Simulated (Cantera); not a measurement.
Mixture: CH₄ : O₂ : N₂ = 1 : 2.82 : 10.6 (molar parts), at 1.60 bar, adiabatic and at constant volume. Ignition delay is the time to a rise of 400 K.

Detailed kinetics in Cantera: GRI-Mech 3.0 (53 species, 325 reactions).

What does this change do: pressure from 1.60 bar to 5.00 bar?


```
quantity                                                before       after
--------------------------------------------------  ----------  ----------
delay at 1225 K                                        17.2 ms     5.87 ms
delay at 1325 K                                        4.72 ms     1.75 ms
delay at 1425 K                                        1.48 ms    0.586 ms
delay at 1525 K                                       0.540 ms    0.218 ms
apparent activation energy between 1475 and 1575 K  180 kJ/mol  180 kJ/mol
```

What does this change do: constant pressure in place of constant volume?


```csv
quantity,before,after
delay at 1225 K,17.2 ms,18.0 ms
delay at 1325 K,4.72 ms,4.94 ms
delay at 1425 K,1.48 ms,1.56 ms
delay at 1525 K,0.540 ms,0.567 ms
apparent activation energy between 1475 and 1575 K,180 kJ/mol,180 kJ/mol
```
